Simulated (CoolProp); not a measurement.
Vapour-liquid equilibrium of benzene (1) + p-xylene (2) at 1.46 MPa; x and y are mole fractions of (1).

Values from CoolProp's multi-fluid Helmholtz-energy mixture model, Thol 2012 and Zhou 2012; pair parameters Bell 2016.

```csv
x,bubble temperature (K),y at the bubble point,dew temperature at overall composition x (K),liquid density (mol/L)
0.05,544.3,0.092,546.5,?
0.15,534.9,0.262,541.2,?
0.25,?,0.412,535.6,6.144
0.35,517.3,0.540,529.7,6.423
0.45,509.2,0.649,523.4,6.707
0.55,501.7,0.740,?,6.995
0.65,494.7,0.816,509.1,7.291
0.75,488.2,?,?,7.594
0.85,482.3,?,491.4,7.907
0.95,476.7,0.980,480.4,8.232
```

### Question
Complete the blanks.

### Answer

- 0.05, liquid density (mol/L): 5.601
- 0.15, liquid density (mol/L): 5.870
- 0.25, bubble temperature (K): 525.9
- 0.55, dew temperature at overall composition x (K): 516.6
- 0.75, y at the bubble point: 0.880
- 0.75, dew temperature at overall composition x (K): 500.8
- 0.85, y at the bubble point: 0.934

No azeotrope shows between x = 0.05 and 0.95.

The pair parameters rest on a limited set of measurements; away from them the model extrapolates.
